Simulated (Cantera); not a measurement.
A closed system holds: 1 mol Si, 21 mol HCl, 5.2 mol H2, 0.82 mol Cl2, at 1377 °C and 1.00 bar.

Equilibrium computed with Cantera from the NASA thermochemical tables; the gas is ideal and each condensed phase is pure. Candidate condensed phases: Si; 19 gas species. The tables' values for SiCl3 are old estimates; treat these amounts as uncertain. Equilibrium is a limit: real reactors are often held back by kinetics, nucleation or transport.

Base state: HCl 0.728, H2 0.234, SiCl4 0.0249, SiCl3 0.00724, SiCl2 0.00462, SiHCl3 0.00134, Cl 0.000107, H 4.39e-5 (mole fractions); condensed: gas only.

### Question
What changes in the equilibrium state with this change: pressure from 1.00 bar to 0.310 bar?

### Answer
```csv
species,before,after
HCl,0.728,0.736
H2,0.234,0.226
SiCl4,0.0249,0.0178
SiCl2,0.00462,0.0101
Cl,0.000107,0.000198
H,4.39e-5,7.76e-5
SiH2Cl2,1.23e-5,8.08e-6
SiHCl3,0.00134,0.000918
SiCl3,0.00724,0.00905
```
